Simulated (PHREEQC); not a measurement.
0.025 g of hydrous ferric oxide (600 m²/g; 0.2 weak and 0.005 strong sites per Fe, Dzombak-Morel constants, diffuse double layer) in 1 kg of water with 0.05 mol/kgw of an inert sodium salt, at 25 °C; the pH is set by adding NaOH or the inert anion's acid. Oxygen alone is held at its pressure in air (log pO2 = -0.68). No CO2 enters from the air. Precipitation was switched off in this run.

All values are PHREEQC results (ion-association model, wateq4f.dat), not measurements.

```csv
pH,surface charge σ (C/m²),surface potential ψ (mV)
3,0.357,169
3.67,0.323,165
4.33,0.258,153
5,0.181,135
5.67,0.115,112
6.33,0.067,86
7,0.034,56
7.67,0.012,22
8.33,-0.006,-11
9,-0.026,-45
9.67,-0.055,-76
10.33,-0.097,-104
11,-0.158,-128
```

The oxide is taken as insoluble; below pH 4 it would dissolve.
